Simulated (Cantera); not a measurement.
# Hydrocarbon pyrolysis for carbon deposition

An isothermal, constant-pressure homogeneous reactor starts with 7.69 % C₂H₆, 92.3 % H₂, at 1375 K and 0.710 bar.

Computed with Cantera and GRI-Mech 3.0 (53 species, 325 reactions). GRI-Mech 3.0 stops at C3 and has no aromatics, soot or wall deposition, so with more carbon than oxygen in the feed, carbon stays in small species such as C2H2 where larger ones or solid carbon would form.

| t (s) | x C₂H₆ | x H₂ | x H | x C₂H₄ | x CH₄ |
|---|---|---|---|---|---|
| 0.000300 | 0.0366 | 0.916 | 8.27e-5 | 0.0281 | 0.0183 |
| 0.00115 | 0.00559 | 0.910 | 5.52e-5 | 0.0466 | 0.0343 |
| 0.00438 | 0.000770 | 0.909 | 2.25e-5 | 0.0439 | 0.0378 |
| 0.0168 | 0.000464 | 0.908 | 1.77e-5 | 0.0338 | 0.0404 |
| 0.0641 | 0.000290 | 0.906 | 1.42e-5 | 0.0217 | 0.0456 |
| 0.245 | 0.000224 | 0.900 | 1.15e-5 | 0.0172 | 0.0568 |
| 0.936 | 0.000163 | 0.886 | 8.20e-6 | 0.0128 | 0.0812 |
| 3.58 | 8.69e-5 | 0.868 | 5.19e-6 | 0.00681 | 0.115 |
| 13.7 | 4.66e-5 | 0.856 | 3.88e-6 | 0.00322 | 0.136 |
| 52.3 | 4.36e-5 | 0.855 | 3.79e-6 | 0.00294 | 0.137 |
| 200 | 4.36e-5 | 0.855 | 3.79e-6 | 0.00294 | 0.137 |
x: mole fraction; the columns are a selection and need not sum to one.

Equilibrium at this temperature and pressure: C₂H₆ 4.36e-5, H₂ 0.855, H 3.79e-6, C₂H₄ 0.00294, CH₄ 0.137 (gas phase only).
